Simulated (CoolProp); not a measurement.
The fluid at 307.65 K and 3.98 MPa (supercritical) is heated at constant pressure to 352.5 K. The same conditions are run with several fluids, on thermodynamics alone (safety and materials aside).

Values from CoolProp's reference Helmholtz-energy equation of state of each fluid (C2F6 (R116): Lemmon 2006; R13: Platzer 1990; nitrogen: Span 2000; dry air: Lemmon 2000; carbon monoxide: Lemmon 2006). The equations of Platzer and Polt are older, rougher fits. Blends and air are pseudo-pure fits.

```csv
fluid,heat (kJ/kg),final density (kg/m³)
C2F6 (R116),62.2,249
R13,53.1,…
nitrogen,48.9,…
dry air,47.4,…
carbon monoxide,49.3,37.9
```

Task: Complete the blanks.

Result: 
- R13, final density (kg/m³): 184
- nitrogen, final density (kg/m³): 37.8
- dry air, final density (kg/m³): 39.2
